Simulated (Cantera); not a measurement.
A diamond (100) surface in a fixed gas of H2 with x(CH4) = 0.018, x(H) = 0.0058, at 1273 K, 97.5 Torr; coverages are run to steady state.

Model: the Harris–Goodwin 1993 mechanism for the reconstructed diamond (100) surface, integrated in Cantera.

One state of this run: growth (µm/h) = 47.5; θ c6HH = 0.394; θ c6H* = 0.0455; θ c6*H = 0.508; θ c6** = 0.0375; θ c6HM = 0.00767. θ: site fractions in the mechanism's names (c6HH fully hydrogenated, c6H* and c6*H radical sites, c6** diradical, c6HM methylated).

Task: Which value of x(CH3) does it belong to?
A. 0.00095
B. 1e-06
C. 0.00036
D. 0.0025

Result: A, 0.00095
